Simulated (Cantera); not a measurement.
# S + SO2 + N2 (abatement and gas-phase synthesis)

A closed system holds: 1 mol S, 0.015 mol SO2, 3.1 mol N2, equilibrated at 0.740 bar.

These are equilibrium values from Cantera (NASA tables, ideal gas, pure condensed phases), not measurements of a reactor. Candidate condensed phases: S; 17 gas species. Equilibrium is a limit: real reactors are often held back by kinetics, nucleation or transport.

```json
[
 {"T (K)": "1373", "x N2": "0.858", "x S2": "0.138", "x S": "3.51e-6", "x SO": "0.000141"},
 {"T (K)": "1523", "x N2": "0.858", "x S2": "0.138", "x S": "2.28e-5", "x SO": "0.000394"},
 {"T (K)": "1673", "x N2": "0.857", "x S2": "0.138", "x S": "0.000106", "x SO": "0.000899"},
 {"T (K)": "1823", "x N2": "0.857", "x S2": "0.137", "x S": "0.000384", "x SO": "0.00173"},
 {"T (K)": "1973", "x N2": "0.857", "x S2": "0.137", "x S": "0.00114", "x SO": "0.00287"},
 {"T (K)": "2123", "x N2": "0.855", "x S2": "0.135", "x S": "0.00290", "x SO": "0.00417"},
 {"T (K)": "2273", "x N2": "0.854", "x S2": "0.133", "x S": "0.00651", "x SO": "0.00540"},
 {"T (K)": "2423", "x N2": "0.851", "x S2": "0.129", "x S": "0.0131", "x SO": "0.00635"},
 {"T (K)": "2573", "x N2": "0.846", "x S2": "0.122", "x S": "0.0240", "x SO": "0.00696"},
 {"T (K)": "2723", "x N2": "0.838", "x S2": "0.113", "x S": "0.0405", "x SO": "0.00728"},
 {"T (K)": "2873", "x N2": "0.829", "x S2": "0.100", "x S": "0.0631", "x SO": "0.00736"},
 {"T (K)": "3023", "x N2": "0.816", "x S2": "0.0841", "x S": "0.0912", "x SO": "0.00726"},
 {"T (K)": "3173", "x N2": "0.803", "x S2": "0.0665", "x S": "0.122", "x SO": "0.00699"}
]
```
x: gas mole fraction; nothing condenses.

From 1373 K to 3173 K nothing is condensed.
